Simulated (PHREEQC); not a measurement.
Dissolve 0.45 mol/kgw ZnSO4, 0.00039 mol/kgw CuCl2 and 0.00035 mol/kgw H2SO4 at 20 °C. Closed to the air; pH follows from the charge balance.

Model: ion-association model, phreeqc.dat, run in PHREEQC.

Task: The ionic strength comes out as 0.854 mol/kgw. What activity coefficients do SO4-2, Zn+2, Cu+2, Zn(SO4)2-2, Cl- get?

Result: SO4-2 0.17, Zn+2 0.18, Cu+2 0.22, Zn(SO4)2-2 0.35, Cl- 0.62.

Precipitation was switched off in this run. Caution: at this ionic strength the ion-association model is outside its range; a Pitzer model would be the better tool where its parameters exist. Species that the database lacks are ignored.
